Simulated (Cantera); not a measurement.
An adiabatic, constant-pressure homogeneous reactor starts with 4.39 % C3H8, 20.1 % O2, 75.5 % N2, at 1498 K and 10.0 bar.

Detailed kinetics in Cantera: GRI-Mech 3.0 (53 species, 325 reactions). GRI-Mech 3.0 was tuned for natural gas; its chemistry of propane as a main component is partial and can be far from experiment.

Question: Predict: time of steepest temperature rise; temperature at 0.100 s; equilibrium temperature; x(O2) at 0.100 s; x(CO2) at 0.100 s.

Answer: 
```json
{
  "time_of_steepest_temperature_rise": "21.3 µs",
  "temperature at 0.100 s": "2941 K",
  "equilibrium_temperature": "2941 K",
  "x(O2) at 0.100 s": "0.0101 (gas-phase equilibrium 0.0101)",
  "x(CO2) at 0.100 s": "0.0655 (gas-phase equilibrium 0.0655)"
}
```
